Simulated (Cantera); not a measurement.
# Gas-phase reforming

A perfectly stirred reactor is fed with 51.5 % CH₄, 48.5 % CO₂, at 1.01 bar; it is held at 2100 K, and followed from long to short residence time.

Cantera simulation using GRI-Mech 3.0 (53 species, 325 reactions); the numbers are that mechanism's predictions, not measurements.

| τ (s) | x CH₄ | x CO₂ | x C₂H | x H | x C₂H₆ |
|---|---|---|---|---|---|
| 6.0 | 0.000926 | 0.000520 | 9.98e-7 | 0.00221 | 2.24e-8 |
| 2.0 | 0.00151 | 0.00123 | 1.21e-6 | 0.00219 | 5.89e-8 |
| 0.65 | 0.00254 | 0.00268 | 1.64e-6 | 0.00217 | 1.66e-7 |
| 0.21 | 0.00429 | 0.00538 | 2.44e-6 | 0.00212 | 4.79e-7 |
| 0.070 | 0.00709 | 0.0101 | 3.76e-6 | 0.00204 | 1.34e-6 |
| 0.023 | 0.0117 | 0.0185 | 5.89e-6 | 0.00192 | 3.80e-6 |
| 0.0076 | 0.0191 | 0.0338 | 8.90e-6 | 0.00175 | 1.06e-5 |
| 0.0025 | 0.0321 | 0.0634 | 1.22e-5 | 0.00152 | 3.04e-5 |
| 0.00082 | 0.0588 | 0.123 | 1.39e-5 | 0.00129 | 9.06e-5 |
x: mole fraction; the columns are a selection and need not sum to one.
